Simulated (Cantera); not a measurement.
Input: 1 mol SiHCl₃, 1.2 mol C₂H₄, 1.1 mol H₂, held at 10.0 mbar.

Cantera equilibrium calculation (NASA polynomials, part measured and part estimated; ideal gas, pure solids and liquids). Candidate condensed phases: C, C₆H₆, C₇H₈, C₈H₁₈, Si, SiC; 109 gas species. Kinetics and transport are ignored.

Over these rows the condensed part is C(graphite) + SiC(s). Partial pressures as log10 of bar:

| T (K) | 1000/T (1/K) | log p Cl | log p HCl | log p H₂ | log p SiCl₄ |
|---|---|---|---|---|---|
| 1223 | 0.8177 | -7.80 | -2.35 | -2.28 | -3.58 |
| 1273 | 0.7855 | -7.40 | -2.33 | -2.30 | -3.77 |
| 1323 | 0.7559 | ? | -2.31 | -2.31 | -3.99 |
| 1373 | 0.7283 | -6.70 | -2.30 | -2.32 | -4.23 |
| 1423 | 0.7027 | -6.40 | -2.29 | -2.32 | -4.48 |
| 1473 | 0.6789 | -6.12 | -2.29 | -2.32 | -4.73 |

### Question
Fit log p(Cl) = a + b·(1000/T) to the five rows, give the apparent enthalpy, and predict the row at 1323 K.

### Answer
Means: 1000/T = 0.7426, log p = -6.884. Sxy = -0.161538, Sxx = 0.0133346, so b = -12.11 and a = -6.884 − (-12.11)×0.7426 = 2.11.
Apparent enthalpy: −19.145 × (-12.11) = 232 kJ/mol. With the condensed phases at unit activity, 1/4 C(graphite) + 1/4 SiCl₄(g) = Cl(g) + 1/4 SiC(s) links this pressure to the main gases: over the six rows their terms move log p by -0.29 in all, so the slope isn't that reaction's ΔH° alone. The five rows lie within 0.01 of the line.
Prediction at 1323 K: 2.11 + (-12.11)×0.7559 = -7.04. The computed value is -7.03, 0.01 from the line.
